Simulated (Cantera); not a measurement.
Charge: 1 mol Si, 2.9 mol HCl, held at 598 K and 15.0 mbar.

Method: chemical equilibrium by Gibbs-energy minimisation in Cantera with the NASA 1993 tables (ideal gas, pure condensed phases). Candidate condensed phases: Si; 19 gas species. The numbers say what is thermodynamically allowed, not how fast it happens.

Task: What is the equilibrium state?

Result: 
```
Item           Result
----------  ---------
x(H2)           0.651
x(SiCl4)        0.303
x(SiHCl3)      0.0452
x(SiH2Cl2)   0.000336
x(HCl)       0.000114
x(SiCl3)      1.35e-6
n(Si(s))    0.250 mol
gas amount  2.150 mol
```
